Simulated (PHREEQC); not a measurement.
**Buffer: an equilibrium model**

A solution holds 0.0088 mol KH2PO4 and 0.00014 mol Na2B4O7 per kg of water, at 25 °C. Closed to the air; pH follows from the charge balance.

Model: ion-association model, wateq4f.dat, run in PHREEQC.

Precipitation was switched off in this run.

Problem. Predict the pH.

Solution. pH 5.60.

Problem. In which forms is P present?

Solution. H2PO4- 97 %, HPO4-2 3.2 % of the P.

H3PO4, which wateq4f.dat lacks, is added to it with the constant of phreeqc.dat.
